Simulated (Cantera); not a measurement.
A closed system holds: 1 mol SiH4, 2.2 mol N2, at 1325 K and 0.00380 bar.

Equilibrium computed with Cantera from the NASA thermochemical tables; the gas is ideal and each condensed phase is pure. Candidate condensed phases: Si, Si3N4; 18 gas species. N2 is the only nitrogen source here; it is nearly inert below about 1500 K, so the nitride shown seldom forms there in practice. Kinetics and transport are ignored.

Base state: H2 0.566, N2 0.434, H 2.00e-5 (mole fractions); condensed: Si3N4(s).

Question: What changes in the equilibrium state with this change: temperature from 1325 K to 1823 K?

Answer: 
| species | before | after |
|---|---|---|
| N2 | 0.434 | 0.522 |
| H2 | 0.566 | 0.472 |
| H | 2.00e-5 | 0.00483 |
| Si | <1e-9 | 0.00116 |
| SiH | <1e-9 | 5.26e-5 |
| Si2N | <1e-9 | 3.36e-5 |
| Si3N4(s), mol | 0.333 | 0 |
| Si(l), mol | 0 | 0.994 |
The tables' values for SiN are old estimates; treat these amounts as uncertain. Gases not in the tables: Si2H6 and higher silanes.
